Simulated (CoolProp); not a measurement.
A single-stage vapour-compression cycle with the fluid: evaporating at 266.15 K (dew point), condensing at 319.15 K (bubble point), superheat 10 K, subcooling 0 K, compressor efficiency 0.65, no pressure losses. The same conditions are run with several fluids, on thermodynamics alone (safety and materials aside).

Model: reference Helmholtz-energy equation of state of each fluid (R115: Lemmon 2016; R1132(E): Akasaka 2024; R143a: Lemmon and Jacobsen 2000; R22: Kamei 1995; neopentane: Lemmon 2006; R134a: Tillner-Roth 1994), in CoolProp.

```tsv
fluid	cooling COP	pressure ratio	discharge temperature (K)	refrigerating effect (kJ/kg)	volumetric capacity (kJ/m³)
R115	2.06	4.30	331.9	61.2	1590
R1132(E)	2.26	4.22	369.4	170	3470
R143a	2.17	4.25	350.4	118	2440
R22	2.46	4.49	378.4	152	2440
neopentane	2.52	5.97	332.7	223	384
R134a	2.45	5.28	352.8	138	1470
```
